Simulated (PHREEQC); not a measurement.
Acid mine or pickling water: speciation

A made-up water analysis in mg/kgw, 20 °C, pH 4.08, pe 8.9: Na 804; K 94.5; Ca 162; Mg 107; Cl 696; S(6) as SO4 2230; Fe(3) 274; Br 15.8; O(0) (dissolved oxygen) 3.3; Si as SiO2 0.357; Cu(2) 2.25; Pb 11.8.

Valence states are taken as typed.

Equilibrium calculation in PHREEQC: ion-association model, phreeqc.dat.

Each row changes one thing in this solution. Precipitation was switched off in this run.

| case | ionic strength (mol/kgw) | SO4-2 (mol/kgw) | Mg+2 (mol/kgw) | Ca+2 (mol/kgw) | MgSO4 (mol/kgw) | Fe(OH)2+ (mol/kgw) | SI of Gypsum (CaSO4:2H2O) | SI of Anglesite (PbSO4) |
|---|---|---|---|---|---|---|---|---|
| as made | 0.0870 | 0.0181 | 0.00273 | 0.00271 | 0.00167 | 0.00142 | -0.52 | +0.55 |
| S(6) from 2230 to 4460 mg/kgw | 0.125 | 0.0386 | 0.00216 | 0.00221 | 0.00224 | 0.00116 | -0.38 | +0.61 |
| temperature from 20 to 45 °C at the same typed pH | 0.0783 | 0.0176 | 0.00212 | 0.00259 | 0.00228 | 0.00347 | -0.53 | +0.38 |

Species that the database lacks are ignored. Some of these states are supersaturated (in Jarosite-K, Fe(OH)3(a), Anglesite, for instance). Constants without temperature data keep their 25 °C values here.
